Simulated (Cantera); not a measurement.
Input: 1 mol B2O3, 12 mol N2, 38 mol H2, at 13.3 mbar.

Cantera equilibrium calculation (NASA polynomials, part measured and part estimated; ideal gas, pure solids and liquids). Candidate condensed phases: B, BN, B2O3, B3O3H3, H2O; 39 gas species. Rates play no part.

Problem. At 1775 K, list the 4 most abundant gas species with their mole fractions, and the condensed phases.

Solution. H2 0.729, N2 0.235, HBO 0.0126, HBO2 0.0118. Condensed: gas only.
